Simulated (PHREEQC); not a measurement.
Dissolve 0.011 mol Al2(SO4)3, 0.017 mol MgSO4 and 0.0011 mol HCl per kg of water at 25 °C. Closed to the air; pH follows from the charge balance.

The numbers come from PHREEQC with the ion-association model, phreeqc.dat.

Problem. The ionic strength comes out as 0.0800 mol/kgw. What activity coefficients do Cl-, Al(SO4)2-, Mg+2, Al+3, AlHSO4+2 get?

Solution. Cl- 0.78, Al(SO4)2- 0.79, Mg+2 0.43, Al+3 0.20, AlHSO4+2 0.40.

Precipitation was switched off in this run. Complexes and solids missing from the database can't appear.
